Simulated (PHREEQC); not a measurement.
Dissolve 0.072 mol/kgw Li2SO4 at 25 °C. Closed to the air; pH follows from the charge balance.

Model: ion-association model, wateq4f.dat, run in PHREEQC.

The ionic strength comes out as 0.195 mol/kgw. What activity coefficients do LiSO4-, SO4-2, Li+ get?

LiSO4- 0.74, SO4-2 0.30, Li+ 0.76.

Precipitation was switched off in this run.
